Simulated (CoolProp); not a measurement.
R11 along the isotherm 485.4 K: fugacity coefficient from the reference equation and from simpler models built on Tc = 471.1 K, pc = 4408 kPa, ω = 0.189; each cubic takes its own stable root.

Model: reference Helmholtz-energy equation of state, Jacobsen 1992, in CoolProp.

```csv
p (kPa),phase,reference
220,gas,0.9849
441,gas,0.9697
661,gas,0.9547
882,gas,0.9397
1100,gas,0.9249
1320,gas,0.9100
1540,gas,0.8952
1760,gas,0.8804
1980,gas,0.8656
2200,gas,0.8508
```

Task: How far does each simpler model (van der Waals, Soave-Redlich-Kwong, Peng-Robinson) lie from the reference over these 10 states: mean and median of the absolute difference, and the worst?

Result: 
- van der Waals: mean 0.8 %, median 0.8 %, worst +1.5 % at 485.4 K and 2200 kPa
- Soave-Redlich-Kwong: mean 0.1 %, median 0.1 %, worst -0.1 % at 485.4 K and 1760 kPa
- Peng-Robinson: mean 1.1 %, median 1.1 %, worst -1.9 % at 485.4 K and 2200 kPa
